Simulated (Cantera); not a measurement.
A freely propagating, adiabatic, planar premixed flame of CH4 : H2 : O2 : N2 = 1 : 0.52 : 3.42 : 12.9 (molar parts), unburnt at 575 K and 0.940 bar; mixture-averaged transport, grid criteria slope 0.08 and curve 0.16, no radiation.

Computed with Cantera and GRI-Mech 3.0 (53 species, 325 reactions). Burning velocities carry a grid error of a few per cent, more on coarse grids.

Task: What does this change do: CH4 1 to 1.3 parts?

Result: 
```
quantity                     before     after
------------------------  ---------  --------
laminar burning velocity  95.0 cm/s  131 cm/s
thermal thickness          0.417 mm  0.349 mm
peak x(HCO)                 2.64e-5   5.61e-5
```

Task: What does this change do: inlet temperature 575 to 525 K?

Result: 
```csv
quantity,before,after
laminar burning velocity,95.0 cm/s,75.6 cm/s
thermal thickness,0.417 mm,0.447 mm
peak x(HCO),2.64e-5,2.24e-5
```

Task: What does this change do: 1.2 parts CO2 added?

Result: 
| quantity | before | after |
|---|---|---|
| laminar burning velocity | 95.0 cm/s | 62.6 cm/s |
| thermal thickness | 0.417 mm | 0.538 mm |
| peak x(HCO) | 2.64e-5 | 1.49e-5 |
